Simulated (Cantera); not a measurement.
Input (Python, Cantera):

```python
import numpy as np
import cantera as ct

gas = ct.Solution("gri30.yaml")
gas.TPX = 1398, 28000, {'C3H8': 1, 'O2': 10.9, 'N2': 40.9}
reactor = ct.IdealGasConstPressureReactor(gas, energy="on", clone=False)
net = ct.ReactorNet([reactor])
net.rtol, net.atol = 1e-08, 1e-16
show = ['C3H8', 'O2', 'CO2', 'C2H2', 'CH3']
times = np.geomspace(4e-06, 10, 14)

steps = ct.SolutionArray(gas, extra=["t"])
rows = []
print(f"{'t/s':>10s}{'T/K':>9s}{'P/Pa':>11s}" + "".join(f"{s:>11s}" for s in show))
for t in times:
    while net.time < t:
        t_next = net.step()
        steps.append(gas.state, t=t_next)
    rows.append([np.interp(t, steps.t, y) for y in (steps.T, steps.P, *steps(*show).X.T)])
    print(f"{t:10.3e}{rows[-1][0]:9.1f}{rows[-1][1]:11.4g}" + "".join(f"{x:11.3e}" for x in rows[-1][2:]))
rate = np.gradient(steps.T, steps.t)
print("integrator steps:", len(steps.t))
if steps.T.max() > steps.T[0] + 200:
    print(f"time of steepest temperature rise: {steps.t[rate.argmax()]:.4e} s")
gas.TPX = 1398, 28000, {'C3H8': 1, 'O2': 10.9, 'N2': 40.9}
gas.equilibrate("HP")
print(f"equilibrium (HP): T = {gas.T:.1f} K  " + "  ".join(f"{s} {gas[s].X[0]:.3e}" for s in show))
```

Result:

```
       t/s      T/K       P/Pa       C3H8         O2        CO2       C2H2        CH3
 4.000e-06   1397.8    2.8e+04  1.892e-02  2.064e-01  1.410e-10  1.357e-11  2.111e-05
 1.242e-05   1397.3    2.8e+04  1.885e-02  2.064e-01  1.241e-08  8.956e-10  8.290e-05
 3.858e-05   1395.8    2.8e+04  1.857e-02  2.062e-01  4.526e-07  3.621e-08  3.133e-04
 1.198e-04   1393.6    2.8e+04  1.708e-02  2.053e-01  1.327e-05  1.513e-06  9.361e-04
 3.721e-04   1448.2    2.8e+04  5.992e-03  1.910e-01  3.929e-04  1.525e-04  1.379e-03
 1.156e-03   2048.6    2.8e+04  1.369e-52  1.061e-01  4.129e-02  3.438e-24  3.730e-18
 3.589e-03   2223.5    2.8e+04  4.296e-55  1.073e-01  4.779e-02  2.879e-24  5.376e-19
 1.115e-02   2301.0    2.8e+04  1.253e-56  1.076e-01  5.161e-02  9.490e-25  1.839e-19
 3.461e-02   2302.9    2.8e+04  9.532e-57  1.070e-01  5.186e-02  8.244e-25  1.673e-19
 1.075e-01   2297.9    2.8e+04  8.145e-57  1.055e-01  5.195e-02  7.370e-25  1.552e-19
 3.339e-01   2291.0    2.8e+04  6.526e-57  1.035e-01  5.207e-02  6.288e-25  1.396e-19
 1.037e+00   2289.0    2.8e+04  6.119e-57  1.029e-01  5.210e-02  6.003e-25  1.355e-19
 3.220e+00   2289.0    2.8e+04  6.116e-57  1.029e-01  5.210e-02  6.001e-25  1.354e-19
 1.000e+01   2289.0    2.8e+04  6.116e-57  1.029e-01  5.210e-02  6.001e-25  1.354e-19
integrator steps: 1909
time of steepest temperature rise: 4.5035e-04 s
equilibrium (HP): T = 2289.0 K  C3H8 1.289e-56  O2 1.029e-01  CO2 5.210e-02  C2H2 7.014e-25  CH3 2.090e-19
```

Model: GRI-Mech 3.0 (53 species, 325 reactions), integrated in Cantera. GRI-Mech 3.0 was tuned for natural gas; its chemistry of propane as a main component is partial and can be far from experiment.
